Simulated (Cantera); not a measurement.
Input: 1 mol AlN, 0.13 mol H₂O, held at 1200 K and 120000 Pa.

Equilibrium computed with Cantera from the NASA thermochemical tables; the gas is ideal and each condensed phase is pure. Candidate condensed phases: Al, AlN, Al₂O₃, H₂O; 35 gas species. Mutual solubility and eutectic melting of coexisting phases are not modelled. Kinetics and transport are ignored.

### Question
What is the equilibrium state?

### Answer
- x(H₂): 0.750
- x(N₂): 0.250
- x(NH₃): 7.45e-5
- x(H₂O): 1.87e-6
- n(AlN(s)): 0.913 mol
- n(Al₂O₃(s)): 0.0433 mol
- gas amount: 0.1733 mol
- log10 activity of Al(l) (absent): -7.93
